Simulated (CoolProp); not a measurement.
Vapour-liquid equilibrium of dimethyl ether (1) + R236EA (2) at 1140 kPa; x and y are mole fractions of (1).

The numbers come from the multi-fluid Helmholtz-energy mixture model, Wu 2011 and Rui 2013; pair parameters Bell 2016 in CoolProp.

| x | bubble temperature, mixture model (K) | bubble temperature, Raoult's law (K) | y, mixture model | y, Raoult's law |
|---|---|---|---|---|
| 0.05 | 358.5 | 356.1 | 0.053 | 0.104 |
| 0.125 | 358.1 | 352.6 | 0.137 | 0.242 |
| 0.2 | 357.4 | 349.2 | 0.226 | 0.361 |
| 0.275 | 356.4 | 346.1 | 0.322 | 0.464 |
| 0.35 | 354.8 | 343.1 | 0.422 | 0.554 |
| 0.425 | 352.7 | 340.3 | … | 0.633 |
| 0.5 | 350.0 | 337.6 | 0.626 | 0.702 |
| 0.575 | 346.6 | 335.1 | 0.721 | 0.763 |
| 0.65 | 342.6 | 332.7 | 0.805 | 0.817 |
| 0.725 | 338.2 | 330.4 | 0.875 | 0.865 |
| 0.8 | 333.7 | 328.3 | 0.928 | 0.908 |
| 0.875 | … | 326.2 | … | 0.945 |
| 0.95 | 325.3 | 324.3 | 0.989 | 0.979 |

Problem. Complete the blanks.

Solution. 
- 0.425, y, mixture model: 0.525
- 0.875, bubble temperature, mixture model (K): 329.3
- 0.875, y, mixture model: 0.965

The largest gap from Raoult's law is +12.4 K in bubble temperature, at x = 0.5. No azeotrope shows between x = 0.05 and 0.95.

The pair parameters rest on a limited set of measurements; away from them the model extrapolates.
